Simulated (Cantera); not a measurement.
A closed system holds: 1 mol Ta, 1.9 mol O2, 140 mol H2, at 101000 Pa.

Cantera equilibrium calculation (NASA polynomials, part measured and part estimated; ideal gas, pure solids and liquids). Candidate condensed phases: H2O, Ta, Ta2O5; 12 gas species. The numbers say what is thermodynamically allowed, not how fast it happens.

Task: Which condensed phases are stable at each of these points (T (K)): 1548, 1648, 1748, 1848, 1948, 2048, 2148, 2248, 2348, 2448?

Result: 
| T (K) | condensed phases | Ta condensed (%) |
|---|---|---|
| 1548 | Ta2O5(s) | 100.0 |
| 1648 | Ta2O5(s) | 100.0 |
| 1748 | Ta2O5(s) | 100.0 |
| 1848 | Ta2O5(s) | 100.0 |
| 1948 | Ta2O5(s) | 100.0 |
| 2048 | Ta2O5(s) | 100.0 |
| 2148 | Ta2O5(l) | 99.9 |
| 2248 | Ta2O5(l) | 99.6 |
| 2348 | Ta2O5(l) | 98.5 |
| 2448 | Ta2O5(l) | 95.0 |

From 1548 K to 2048 K the condensed part is Ta2O5(s). From 2148 K to 2448 K the condensed part is Ta2O5(l).
